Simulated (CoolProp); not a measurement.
Vapour-liquid equilibrium of n-heptane (1) + n-dodecane (2) at 110 kPa; x and y are mole fractions of (1).

Computed with CoolProp (multi-fluid Helmholtz-energy mixture model, Span 2003 and Lemmon 2004; pair parameters Bell 2016).

| x | bubble temperature (K) | y at the bubble point | dew temperature at overall composition x (K) | liquid density (mol/L) |
|---|---|---|---|---|
| 0.05 | 476.6 | 0.344 | 490.8 | 3.616 |
| 0.15 | 449.2 | 0.715 | 486.4 | 3.893 |
| 0.25 | 429.2 | 0.863 | 481.6 | 4.146 |
| 0.35 | 414.9 | 0.927 | 476.3 | 4.386 |
| 0.45 | 404.3 | 0.958 | 470.3 | 4.622 |
| 0.55 | 396.2 | 0.975 | 463.5 | 4.862 |
| 0.65 | 389.8 | 0.985 | 455.4 | 5.110 |
| 0.75 | 384.6 | 0.991 | 445.3 | 5.371 |
| 0.85 | 380.1 | 0.995 | 431.5 | 5.648 |
| 0.95 | 376.2 | 0.999 | 407.4 | 5.945 |

No azeotrope shows between x = 0.05 and 0.95.

The pair parameters rest on a limited set of measurements; away from them the model extrapolates.
